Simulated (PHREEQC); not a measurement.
Make-up at 25 °C: 0.0072 mol Cu(BF4)2, 9e-05 mol H2SO4 and 4.9e-05 mol KCl per kg of water. Closed to the air; pH follows from the charge balance.

Computed with PHREEQC (ion-association model, phreeqc.dat).

- pH: 2.87
- ionic strength: 0.0228 mol/kgw
- total alkalinity: -43.4 meq/kg

```tsv
species	molality	activity	log γ
BF4-	0.0118	0.0102	-0.063
Cu+2	0.00700	0.00405	-0.237
HF	0.00410	0.00412	0.002
F-	0.00238	0.00204	-0.066
H+	0.00152	0.00135	-0.053
H3BO3	0.00125	0.00125	0.002
BF3OH-	0.00105	0.000906	-0.063
BF2(OH)2-	0.000348	0.000300	-0.063
CuF+	0.000175	0.000151	-0.063
SO4-2	5.80e-5	3.28e-5	-0.248
K+	4.90e-5	4.22e-5	-0.065
Cl-	4.85e-5	4.17e-5	-0.065
HF2-	3.75e-5	3.24e-5	-0.063
CuSO4	2.70e-5	2.71e-5	0.002
HSO4-	4.96e-6	4.29e-6	-0.063
BF(OH)3-	1.18e-6	1.02e-6	-0.063
```

This is a speciation only: nothing precipitates in the calculation. Real BF4- forms and hydrolyses slowly; the run takes it at equilibrium.
